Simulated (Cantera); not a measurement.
A closed system holds: 1 mol PbO, 1.8 mol H2O, 1.7 mol O2, at 750 Torr.

These are equilibrium values from Cantera (NASA tables, ideal gas, pure condensed phases), not measurements of a reactor. Candidate condensed phases: H2O, Pb, PbO, PbO2, Pb3O4; 12 gas species. Gases not in the tables: (PbO)n polymers. Kinetics and transport are ignored.

Task: At 1223 K, list the 4 most abundant gas species with their mole fractions, and the condensed phases.

Result: H2O 0.514, O2 0.486, PbO 0.000108, OH 1.14e-5. Condensed: PbO(l).
